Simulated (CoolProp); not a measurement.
Properties of isobutene at several states.

Values from CoolProp's reference Helmholtz-energy equation of state, Lemmon 2005. It is a short technical equation, of lower accuracy than the large ones.

```csv
T (K),p (MPa),phase,speed of sound (m/s),Joule-Thomson coefficient (K/MPa),isothermal compressibility (1/MPa),fugacity coefficient
447,0.0281,gas,___,___,35.66,0.9981
193.3,0.0204,liquid,1470,___,___,0.07864
214.3,0.0489,liquid,1346,___,0.001167,0.1514
482.9,3.12,gas,233.9,6.862,___,0.8391
309.1,0.277,gas,___,25.12,3.902,___
```

Problem. What belongs in the gaps?

Solution. 
- 447, speed of sound (m/s): 266.3
- 447, Joule-Thomson coefficient (K/MPa): 7.024
- 193.3, Joule-Thomson coefficient (K/MPa): -0.5115
- 193.3, isothermal compressibility (1/MPa): 0.0009506
- 214.3, Joule-Thomson coefficient (K/MPa): -0.4819
- 482.9, isothermal compressibility (1/MPa): 0.3993
- 309.1, speed of sound (m/s): 211.7
- 309.1, fugacity coefficient: 0.9347
